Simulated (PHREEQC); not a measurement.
Make-up at 25 °C: 0.0014 mol CdSO4, 0.00025 mol KCl and 0.00051 mol NiCl2 per kg of water. Closed to the air; pH follows from the charge balance.

Computed with PHREEQC (ion-association model, wateq4f.dat).

pH: 6.42
ionic strength: 0.00621 mol/kgw

```
species     molality  activity   log γ
----------  --------  --------  ------
Cl-          0.00118   0.00108  -0.037
SO4-2        0.00115  0.000828  -0.143
Cd+2         0.00112  0.000799  -0.145
Ni+2        0.000456  0.000327  -0.145
K+          0.000249  0.000228  -0.037
CdSO4       0.000191  0.000191   0.001
CdCl+        8.98e-5   8.26e-5  -0.036
NiSO4        5.27e-5   5.28e-5   0.001
Cd(SO4)2-2   2.42e-6   1.73e-6  -0.145
KSO4-        1.44e-6   1.33e-6  -0.035
NiCl+        9.65e-7   8.88e-7  -0.036
H+           4.08e-7   3.79e-7  -0.033
CdCl2        3.72e-7   3.73e-7   0.001
CdOH+        1.91e-7   1.76e-7  -0.036
NiOH+        1.29e-7   1.19e-7  -0.036
```

This is a speciation only: nothing precipitates in the calculation.
